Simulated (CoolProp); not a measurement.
Model: reference Helmholtz-energy equation of state, Guder 2009, in CoolProp.

For sulfur hexafluoride, give the phase and the Joule-Thomson coefficient (K/MPa), viscosity (µPa s), Prandtl number at 49.25 °C and 86.2 kPa.


- 49.25 °C and 86.2 kPa: gas; Joule-Thomson coefficient 7.50, viscosity 16.3, Prandtl number 0.777

Viscosity comes from a separate model (Quiñones-Cisneros 2012). Thermal conductivity comes from a separate model (Assael 2012).
